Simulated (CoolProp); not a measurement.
Saturation properties of methanol.

The numbers come from the reference Helmholtz-energy equation of state, de Reuck 1993 in CoolProp.

```csv
T (°C),p (MPa),liquid density (kg/m³),enthalpy of vaporisation (kJ/kg),liquid cp (kJ/(kg K)),surface tension (mN/m),vapour viscosity (µPa s)
112.95,0.5238,695.9,987.0,3.316,14.3,12.2
119.95,0.6399,687.4,966.3,[?],13.6,12.3
126.95,0.7758,678.5,944.2,[?],12.9,12.5
133.95,0.9339,669.2,920.6,3.589,12.2,12.7
140.95,1.116,659.5,895.4,3.693,11.4,12.9
147.95,1.326,649.3,868.4,3.805,10.7,13.0
154.95,1.566,638.5,839.6,3.927,9.87,13.2
161.95,1.839,627.2,809.0,4.061,9.07,13.4
168.95,2.148,615.1,776.9,4.212,8.25,13.6
175.95,2.496,602.2,743.5,4.383,7.42,13.8
182.95,2.885,588.4,[?],4.582,6.58,14.1
189.95,3.320,573.3,674.4,4.820,5.72,14.4
197.05,3.809,556.7,637.4,[?],4.85,14.8
204.05,4.342,538.4,597.2,5.521,3.99,15.3
211.05,4.933,517.5,548.5,[?],3.12,15.9
```

Question: Complete the blanks.

Answer: 
- 119.95, liquid cp (kJ/(kg K)): 3.402
- 126.95, liquid cp (kJ/(kg K)): 3.493
- 182.95, enthalpy of vaporisation (kJ/kg): 709.3
- 197.05, liquid cp (kJ/(kg K)): 5.122
- 211.05, liquid cp (kJ/(kg K)): 6.109

It boils at 64.5 °C under 1 atm.

Viscosity comes from a separate model (Xiang 2006). Surface tension comes from a separate correlation (Mulero 2012).
